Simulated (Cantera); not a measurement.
Feed: 1 mol SiH2Cl2, 0.046 mol C2H2, 7.7 mol H2, 0.074 mol C3H8, held at 75.0 Torr.

Equilibrium computed with Cantera from the NASA thermochemical tables; the gas is ideal and each condensed phase is pure. Candidate condensed phases: C, C6H6, C7H8, C8H18, Si, SiC; 109 gas species. Mutual solubility and eutectic melting of coexisting phases are not modelled. The tables' values for SiCl3, SiCl are old estimates; treat these amounts as uncertain. Equilibrium is a limit: real reactors are often held back by kinetics, nucleation or transport. All values below are at 1675 K.

Base state: H2 0.849, HCl 0.103, SiCl2 0.0453, SiCl3 0.00147, H 0.000338, SiHCl3 0.000146, SiCl4 9.86e-5, SiH2Cl2 3.74e-5 (mole fractions); condensed: Si(s) + SiC(s).

**Question.** What changes in the equilibrium state with this change: pressure from 75.0 Torr to 4.95 Torr?

**Answer.** 
```tsv
species	before	after
H2	0.849	0.847
HCl	0.103	0.105
SiCl2	0.0453	0.0465
Si	4.34e-6	6.58e-5
SiH2Cl2	3.74e-5	2.53e-6
Si(s), mol	0.213	0.212
SiC(s), mol	0.314	0.314
```

**Question.** What changes in the equilibrium state with this change: H2 from 7.7 to 1300 mol?

**Answer.** 
```
species        before     after
-----------  --------  --------
H2              0.849     0.998
HCl             0.103   0.00152
H            0.000338  0.000367
SiCl2          0.0453   8.33e-6
SiH2          9.55e-6   1.12e-5
SiCl3         0.00147   3.65e-9
SiHCl3       0.000146     <1e-9
SiCl4         9.86e-5     <1e-9
Si(s), mol      0.213     0.653
SiC(s), mol     0.314     0.312
```
Gases not in the tables: Si2H6 and higher silanes.
